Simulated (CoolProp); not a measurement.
Vapour-liquid equilibrium of dimethyl ether (1) + isobutane (2) at 271.9 K; x and y are mole fractions of (1).

Model: multi-fluid Helmholtz-energy mixture model, Wu 2011 and Bücker 2006; pair parameters Bell 2016, in CoolProp.

Q: Give the bubble pressure and the first vapour's composition at x = 0.05, 0.45, 0.75. Is there an azeotrope?

A: x = 0.05: 0.1634 MPa, y = 0.121; x = 0.45: 0.2293 MPa, y = 0.589; x = 0.75: 0.2512 MPa, y = 0.790. y crosses x between x = 0.85 and 0.95: the model has an azeotrope there.

Pair parameters are fitted to limited data, so mixtures are less certain than the pure fluids.
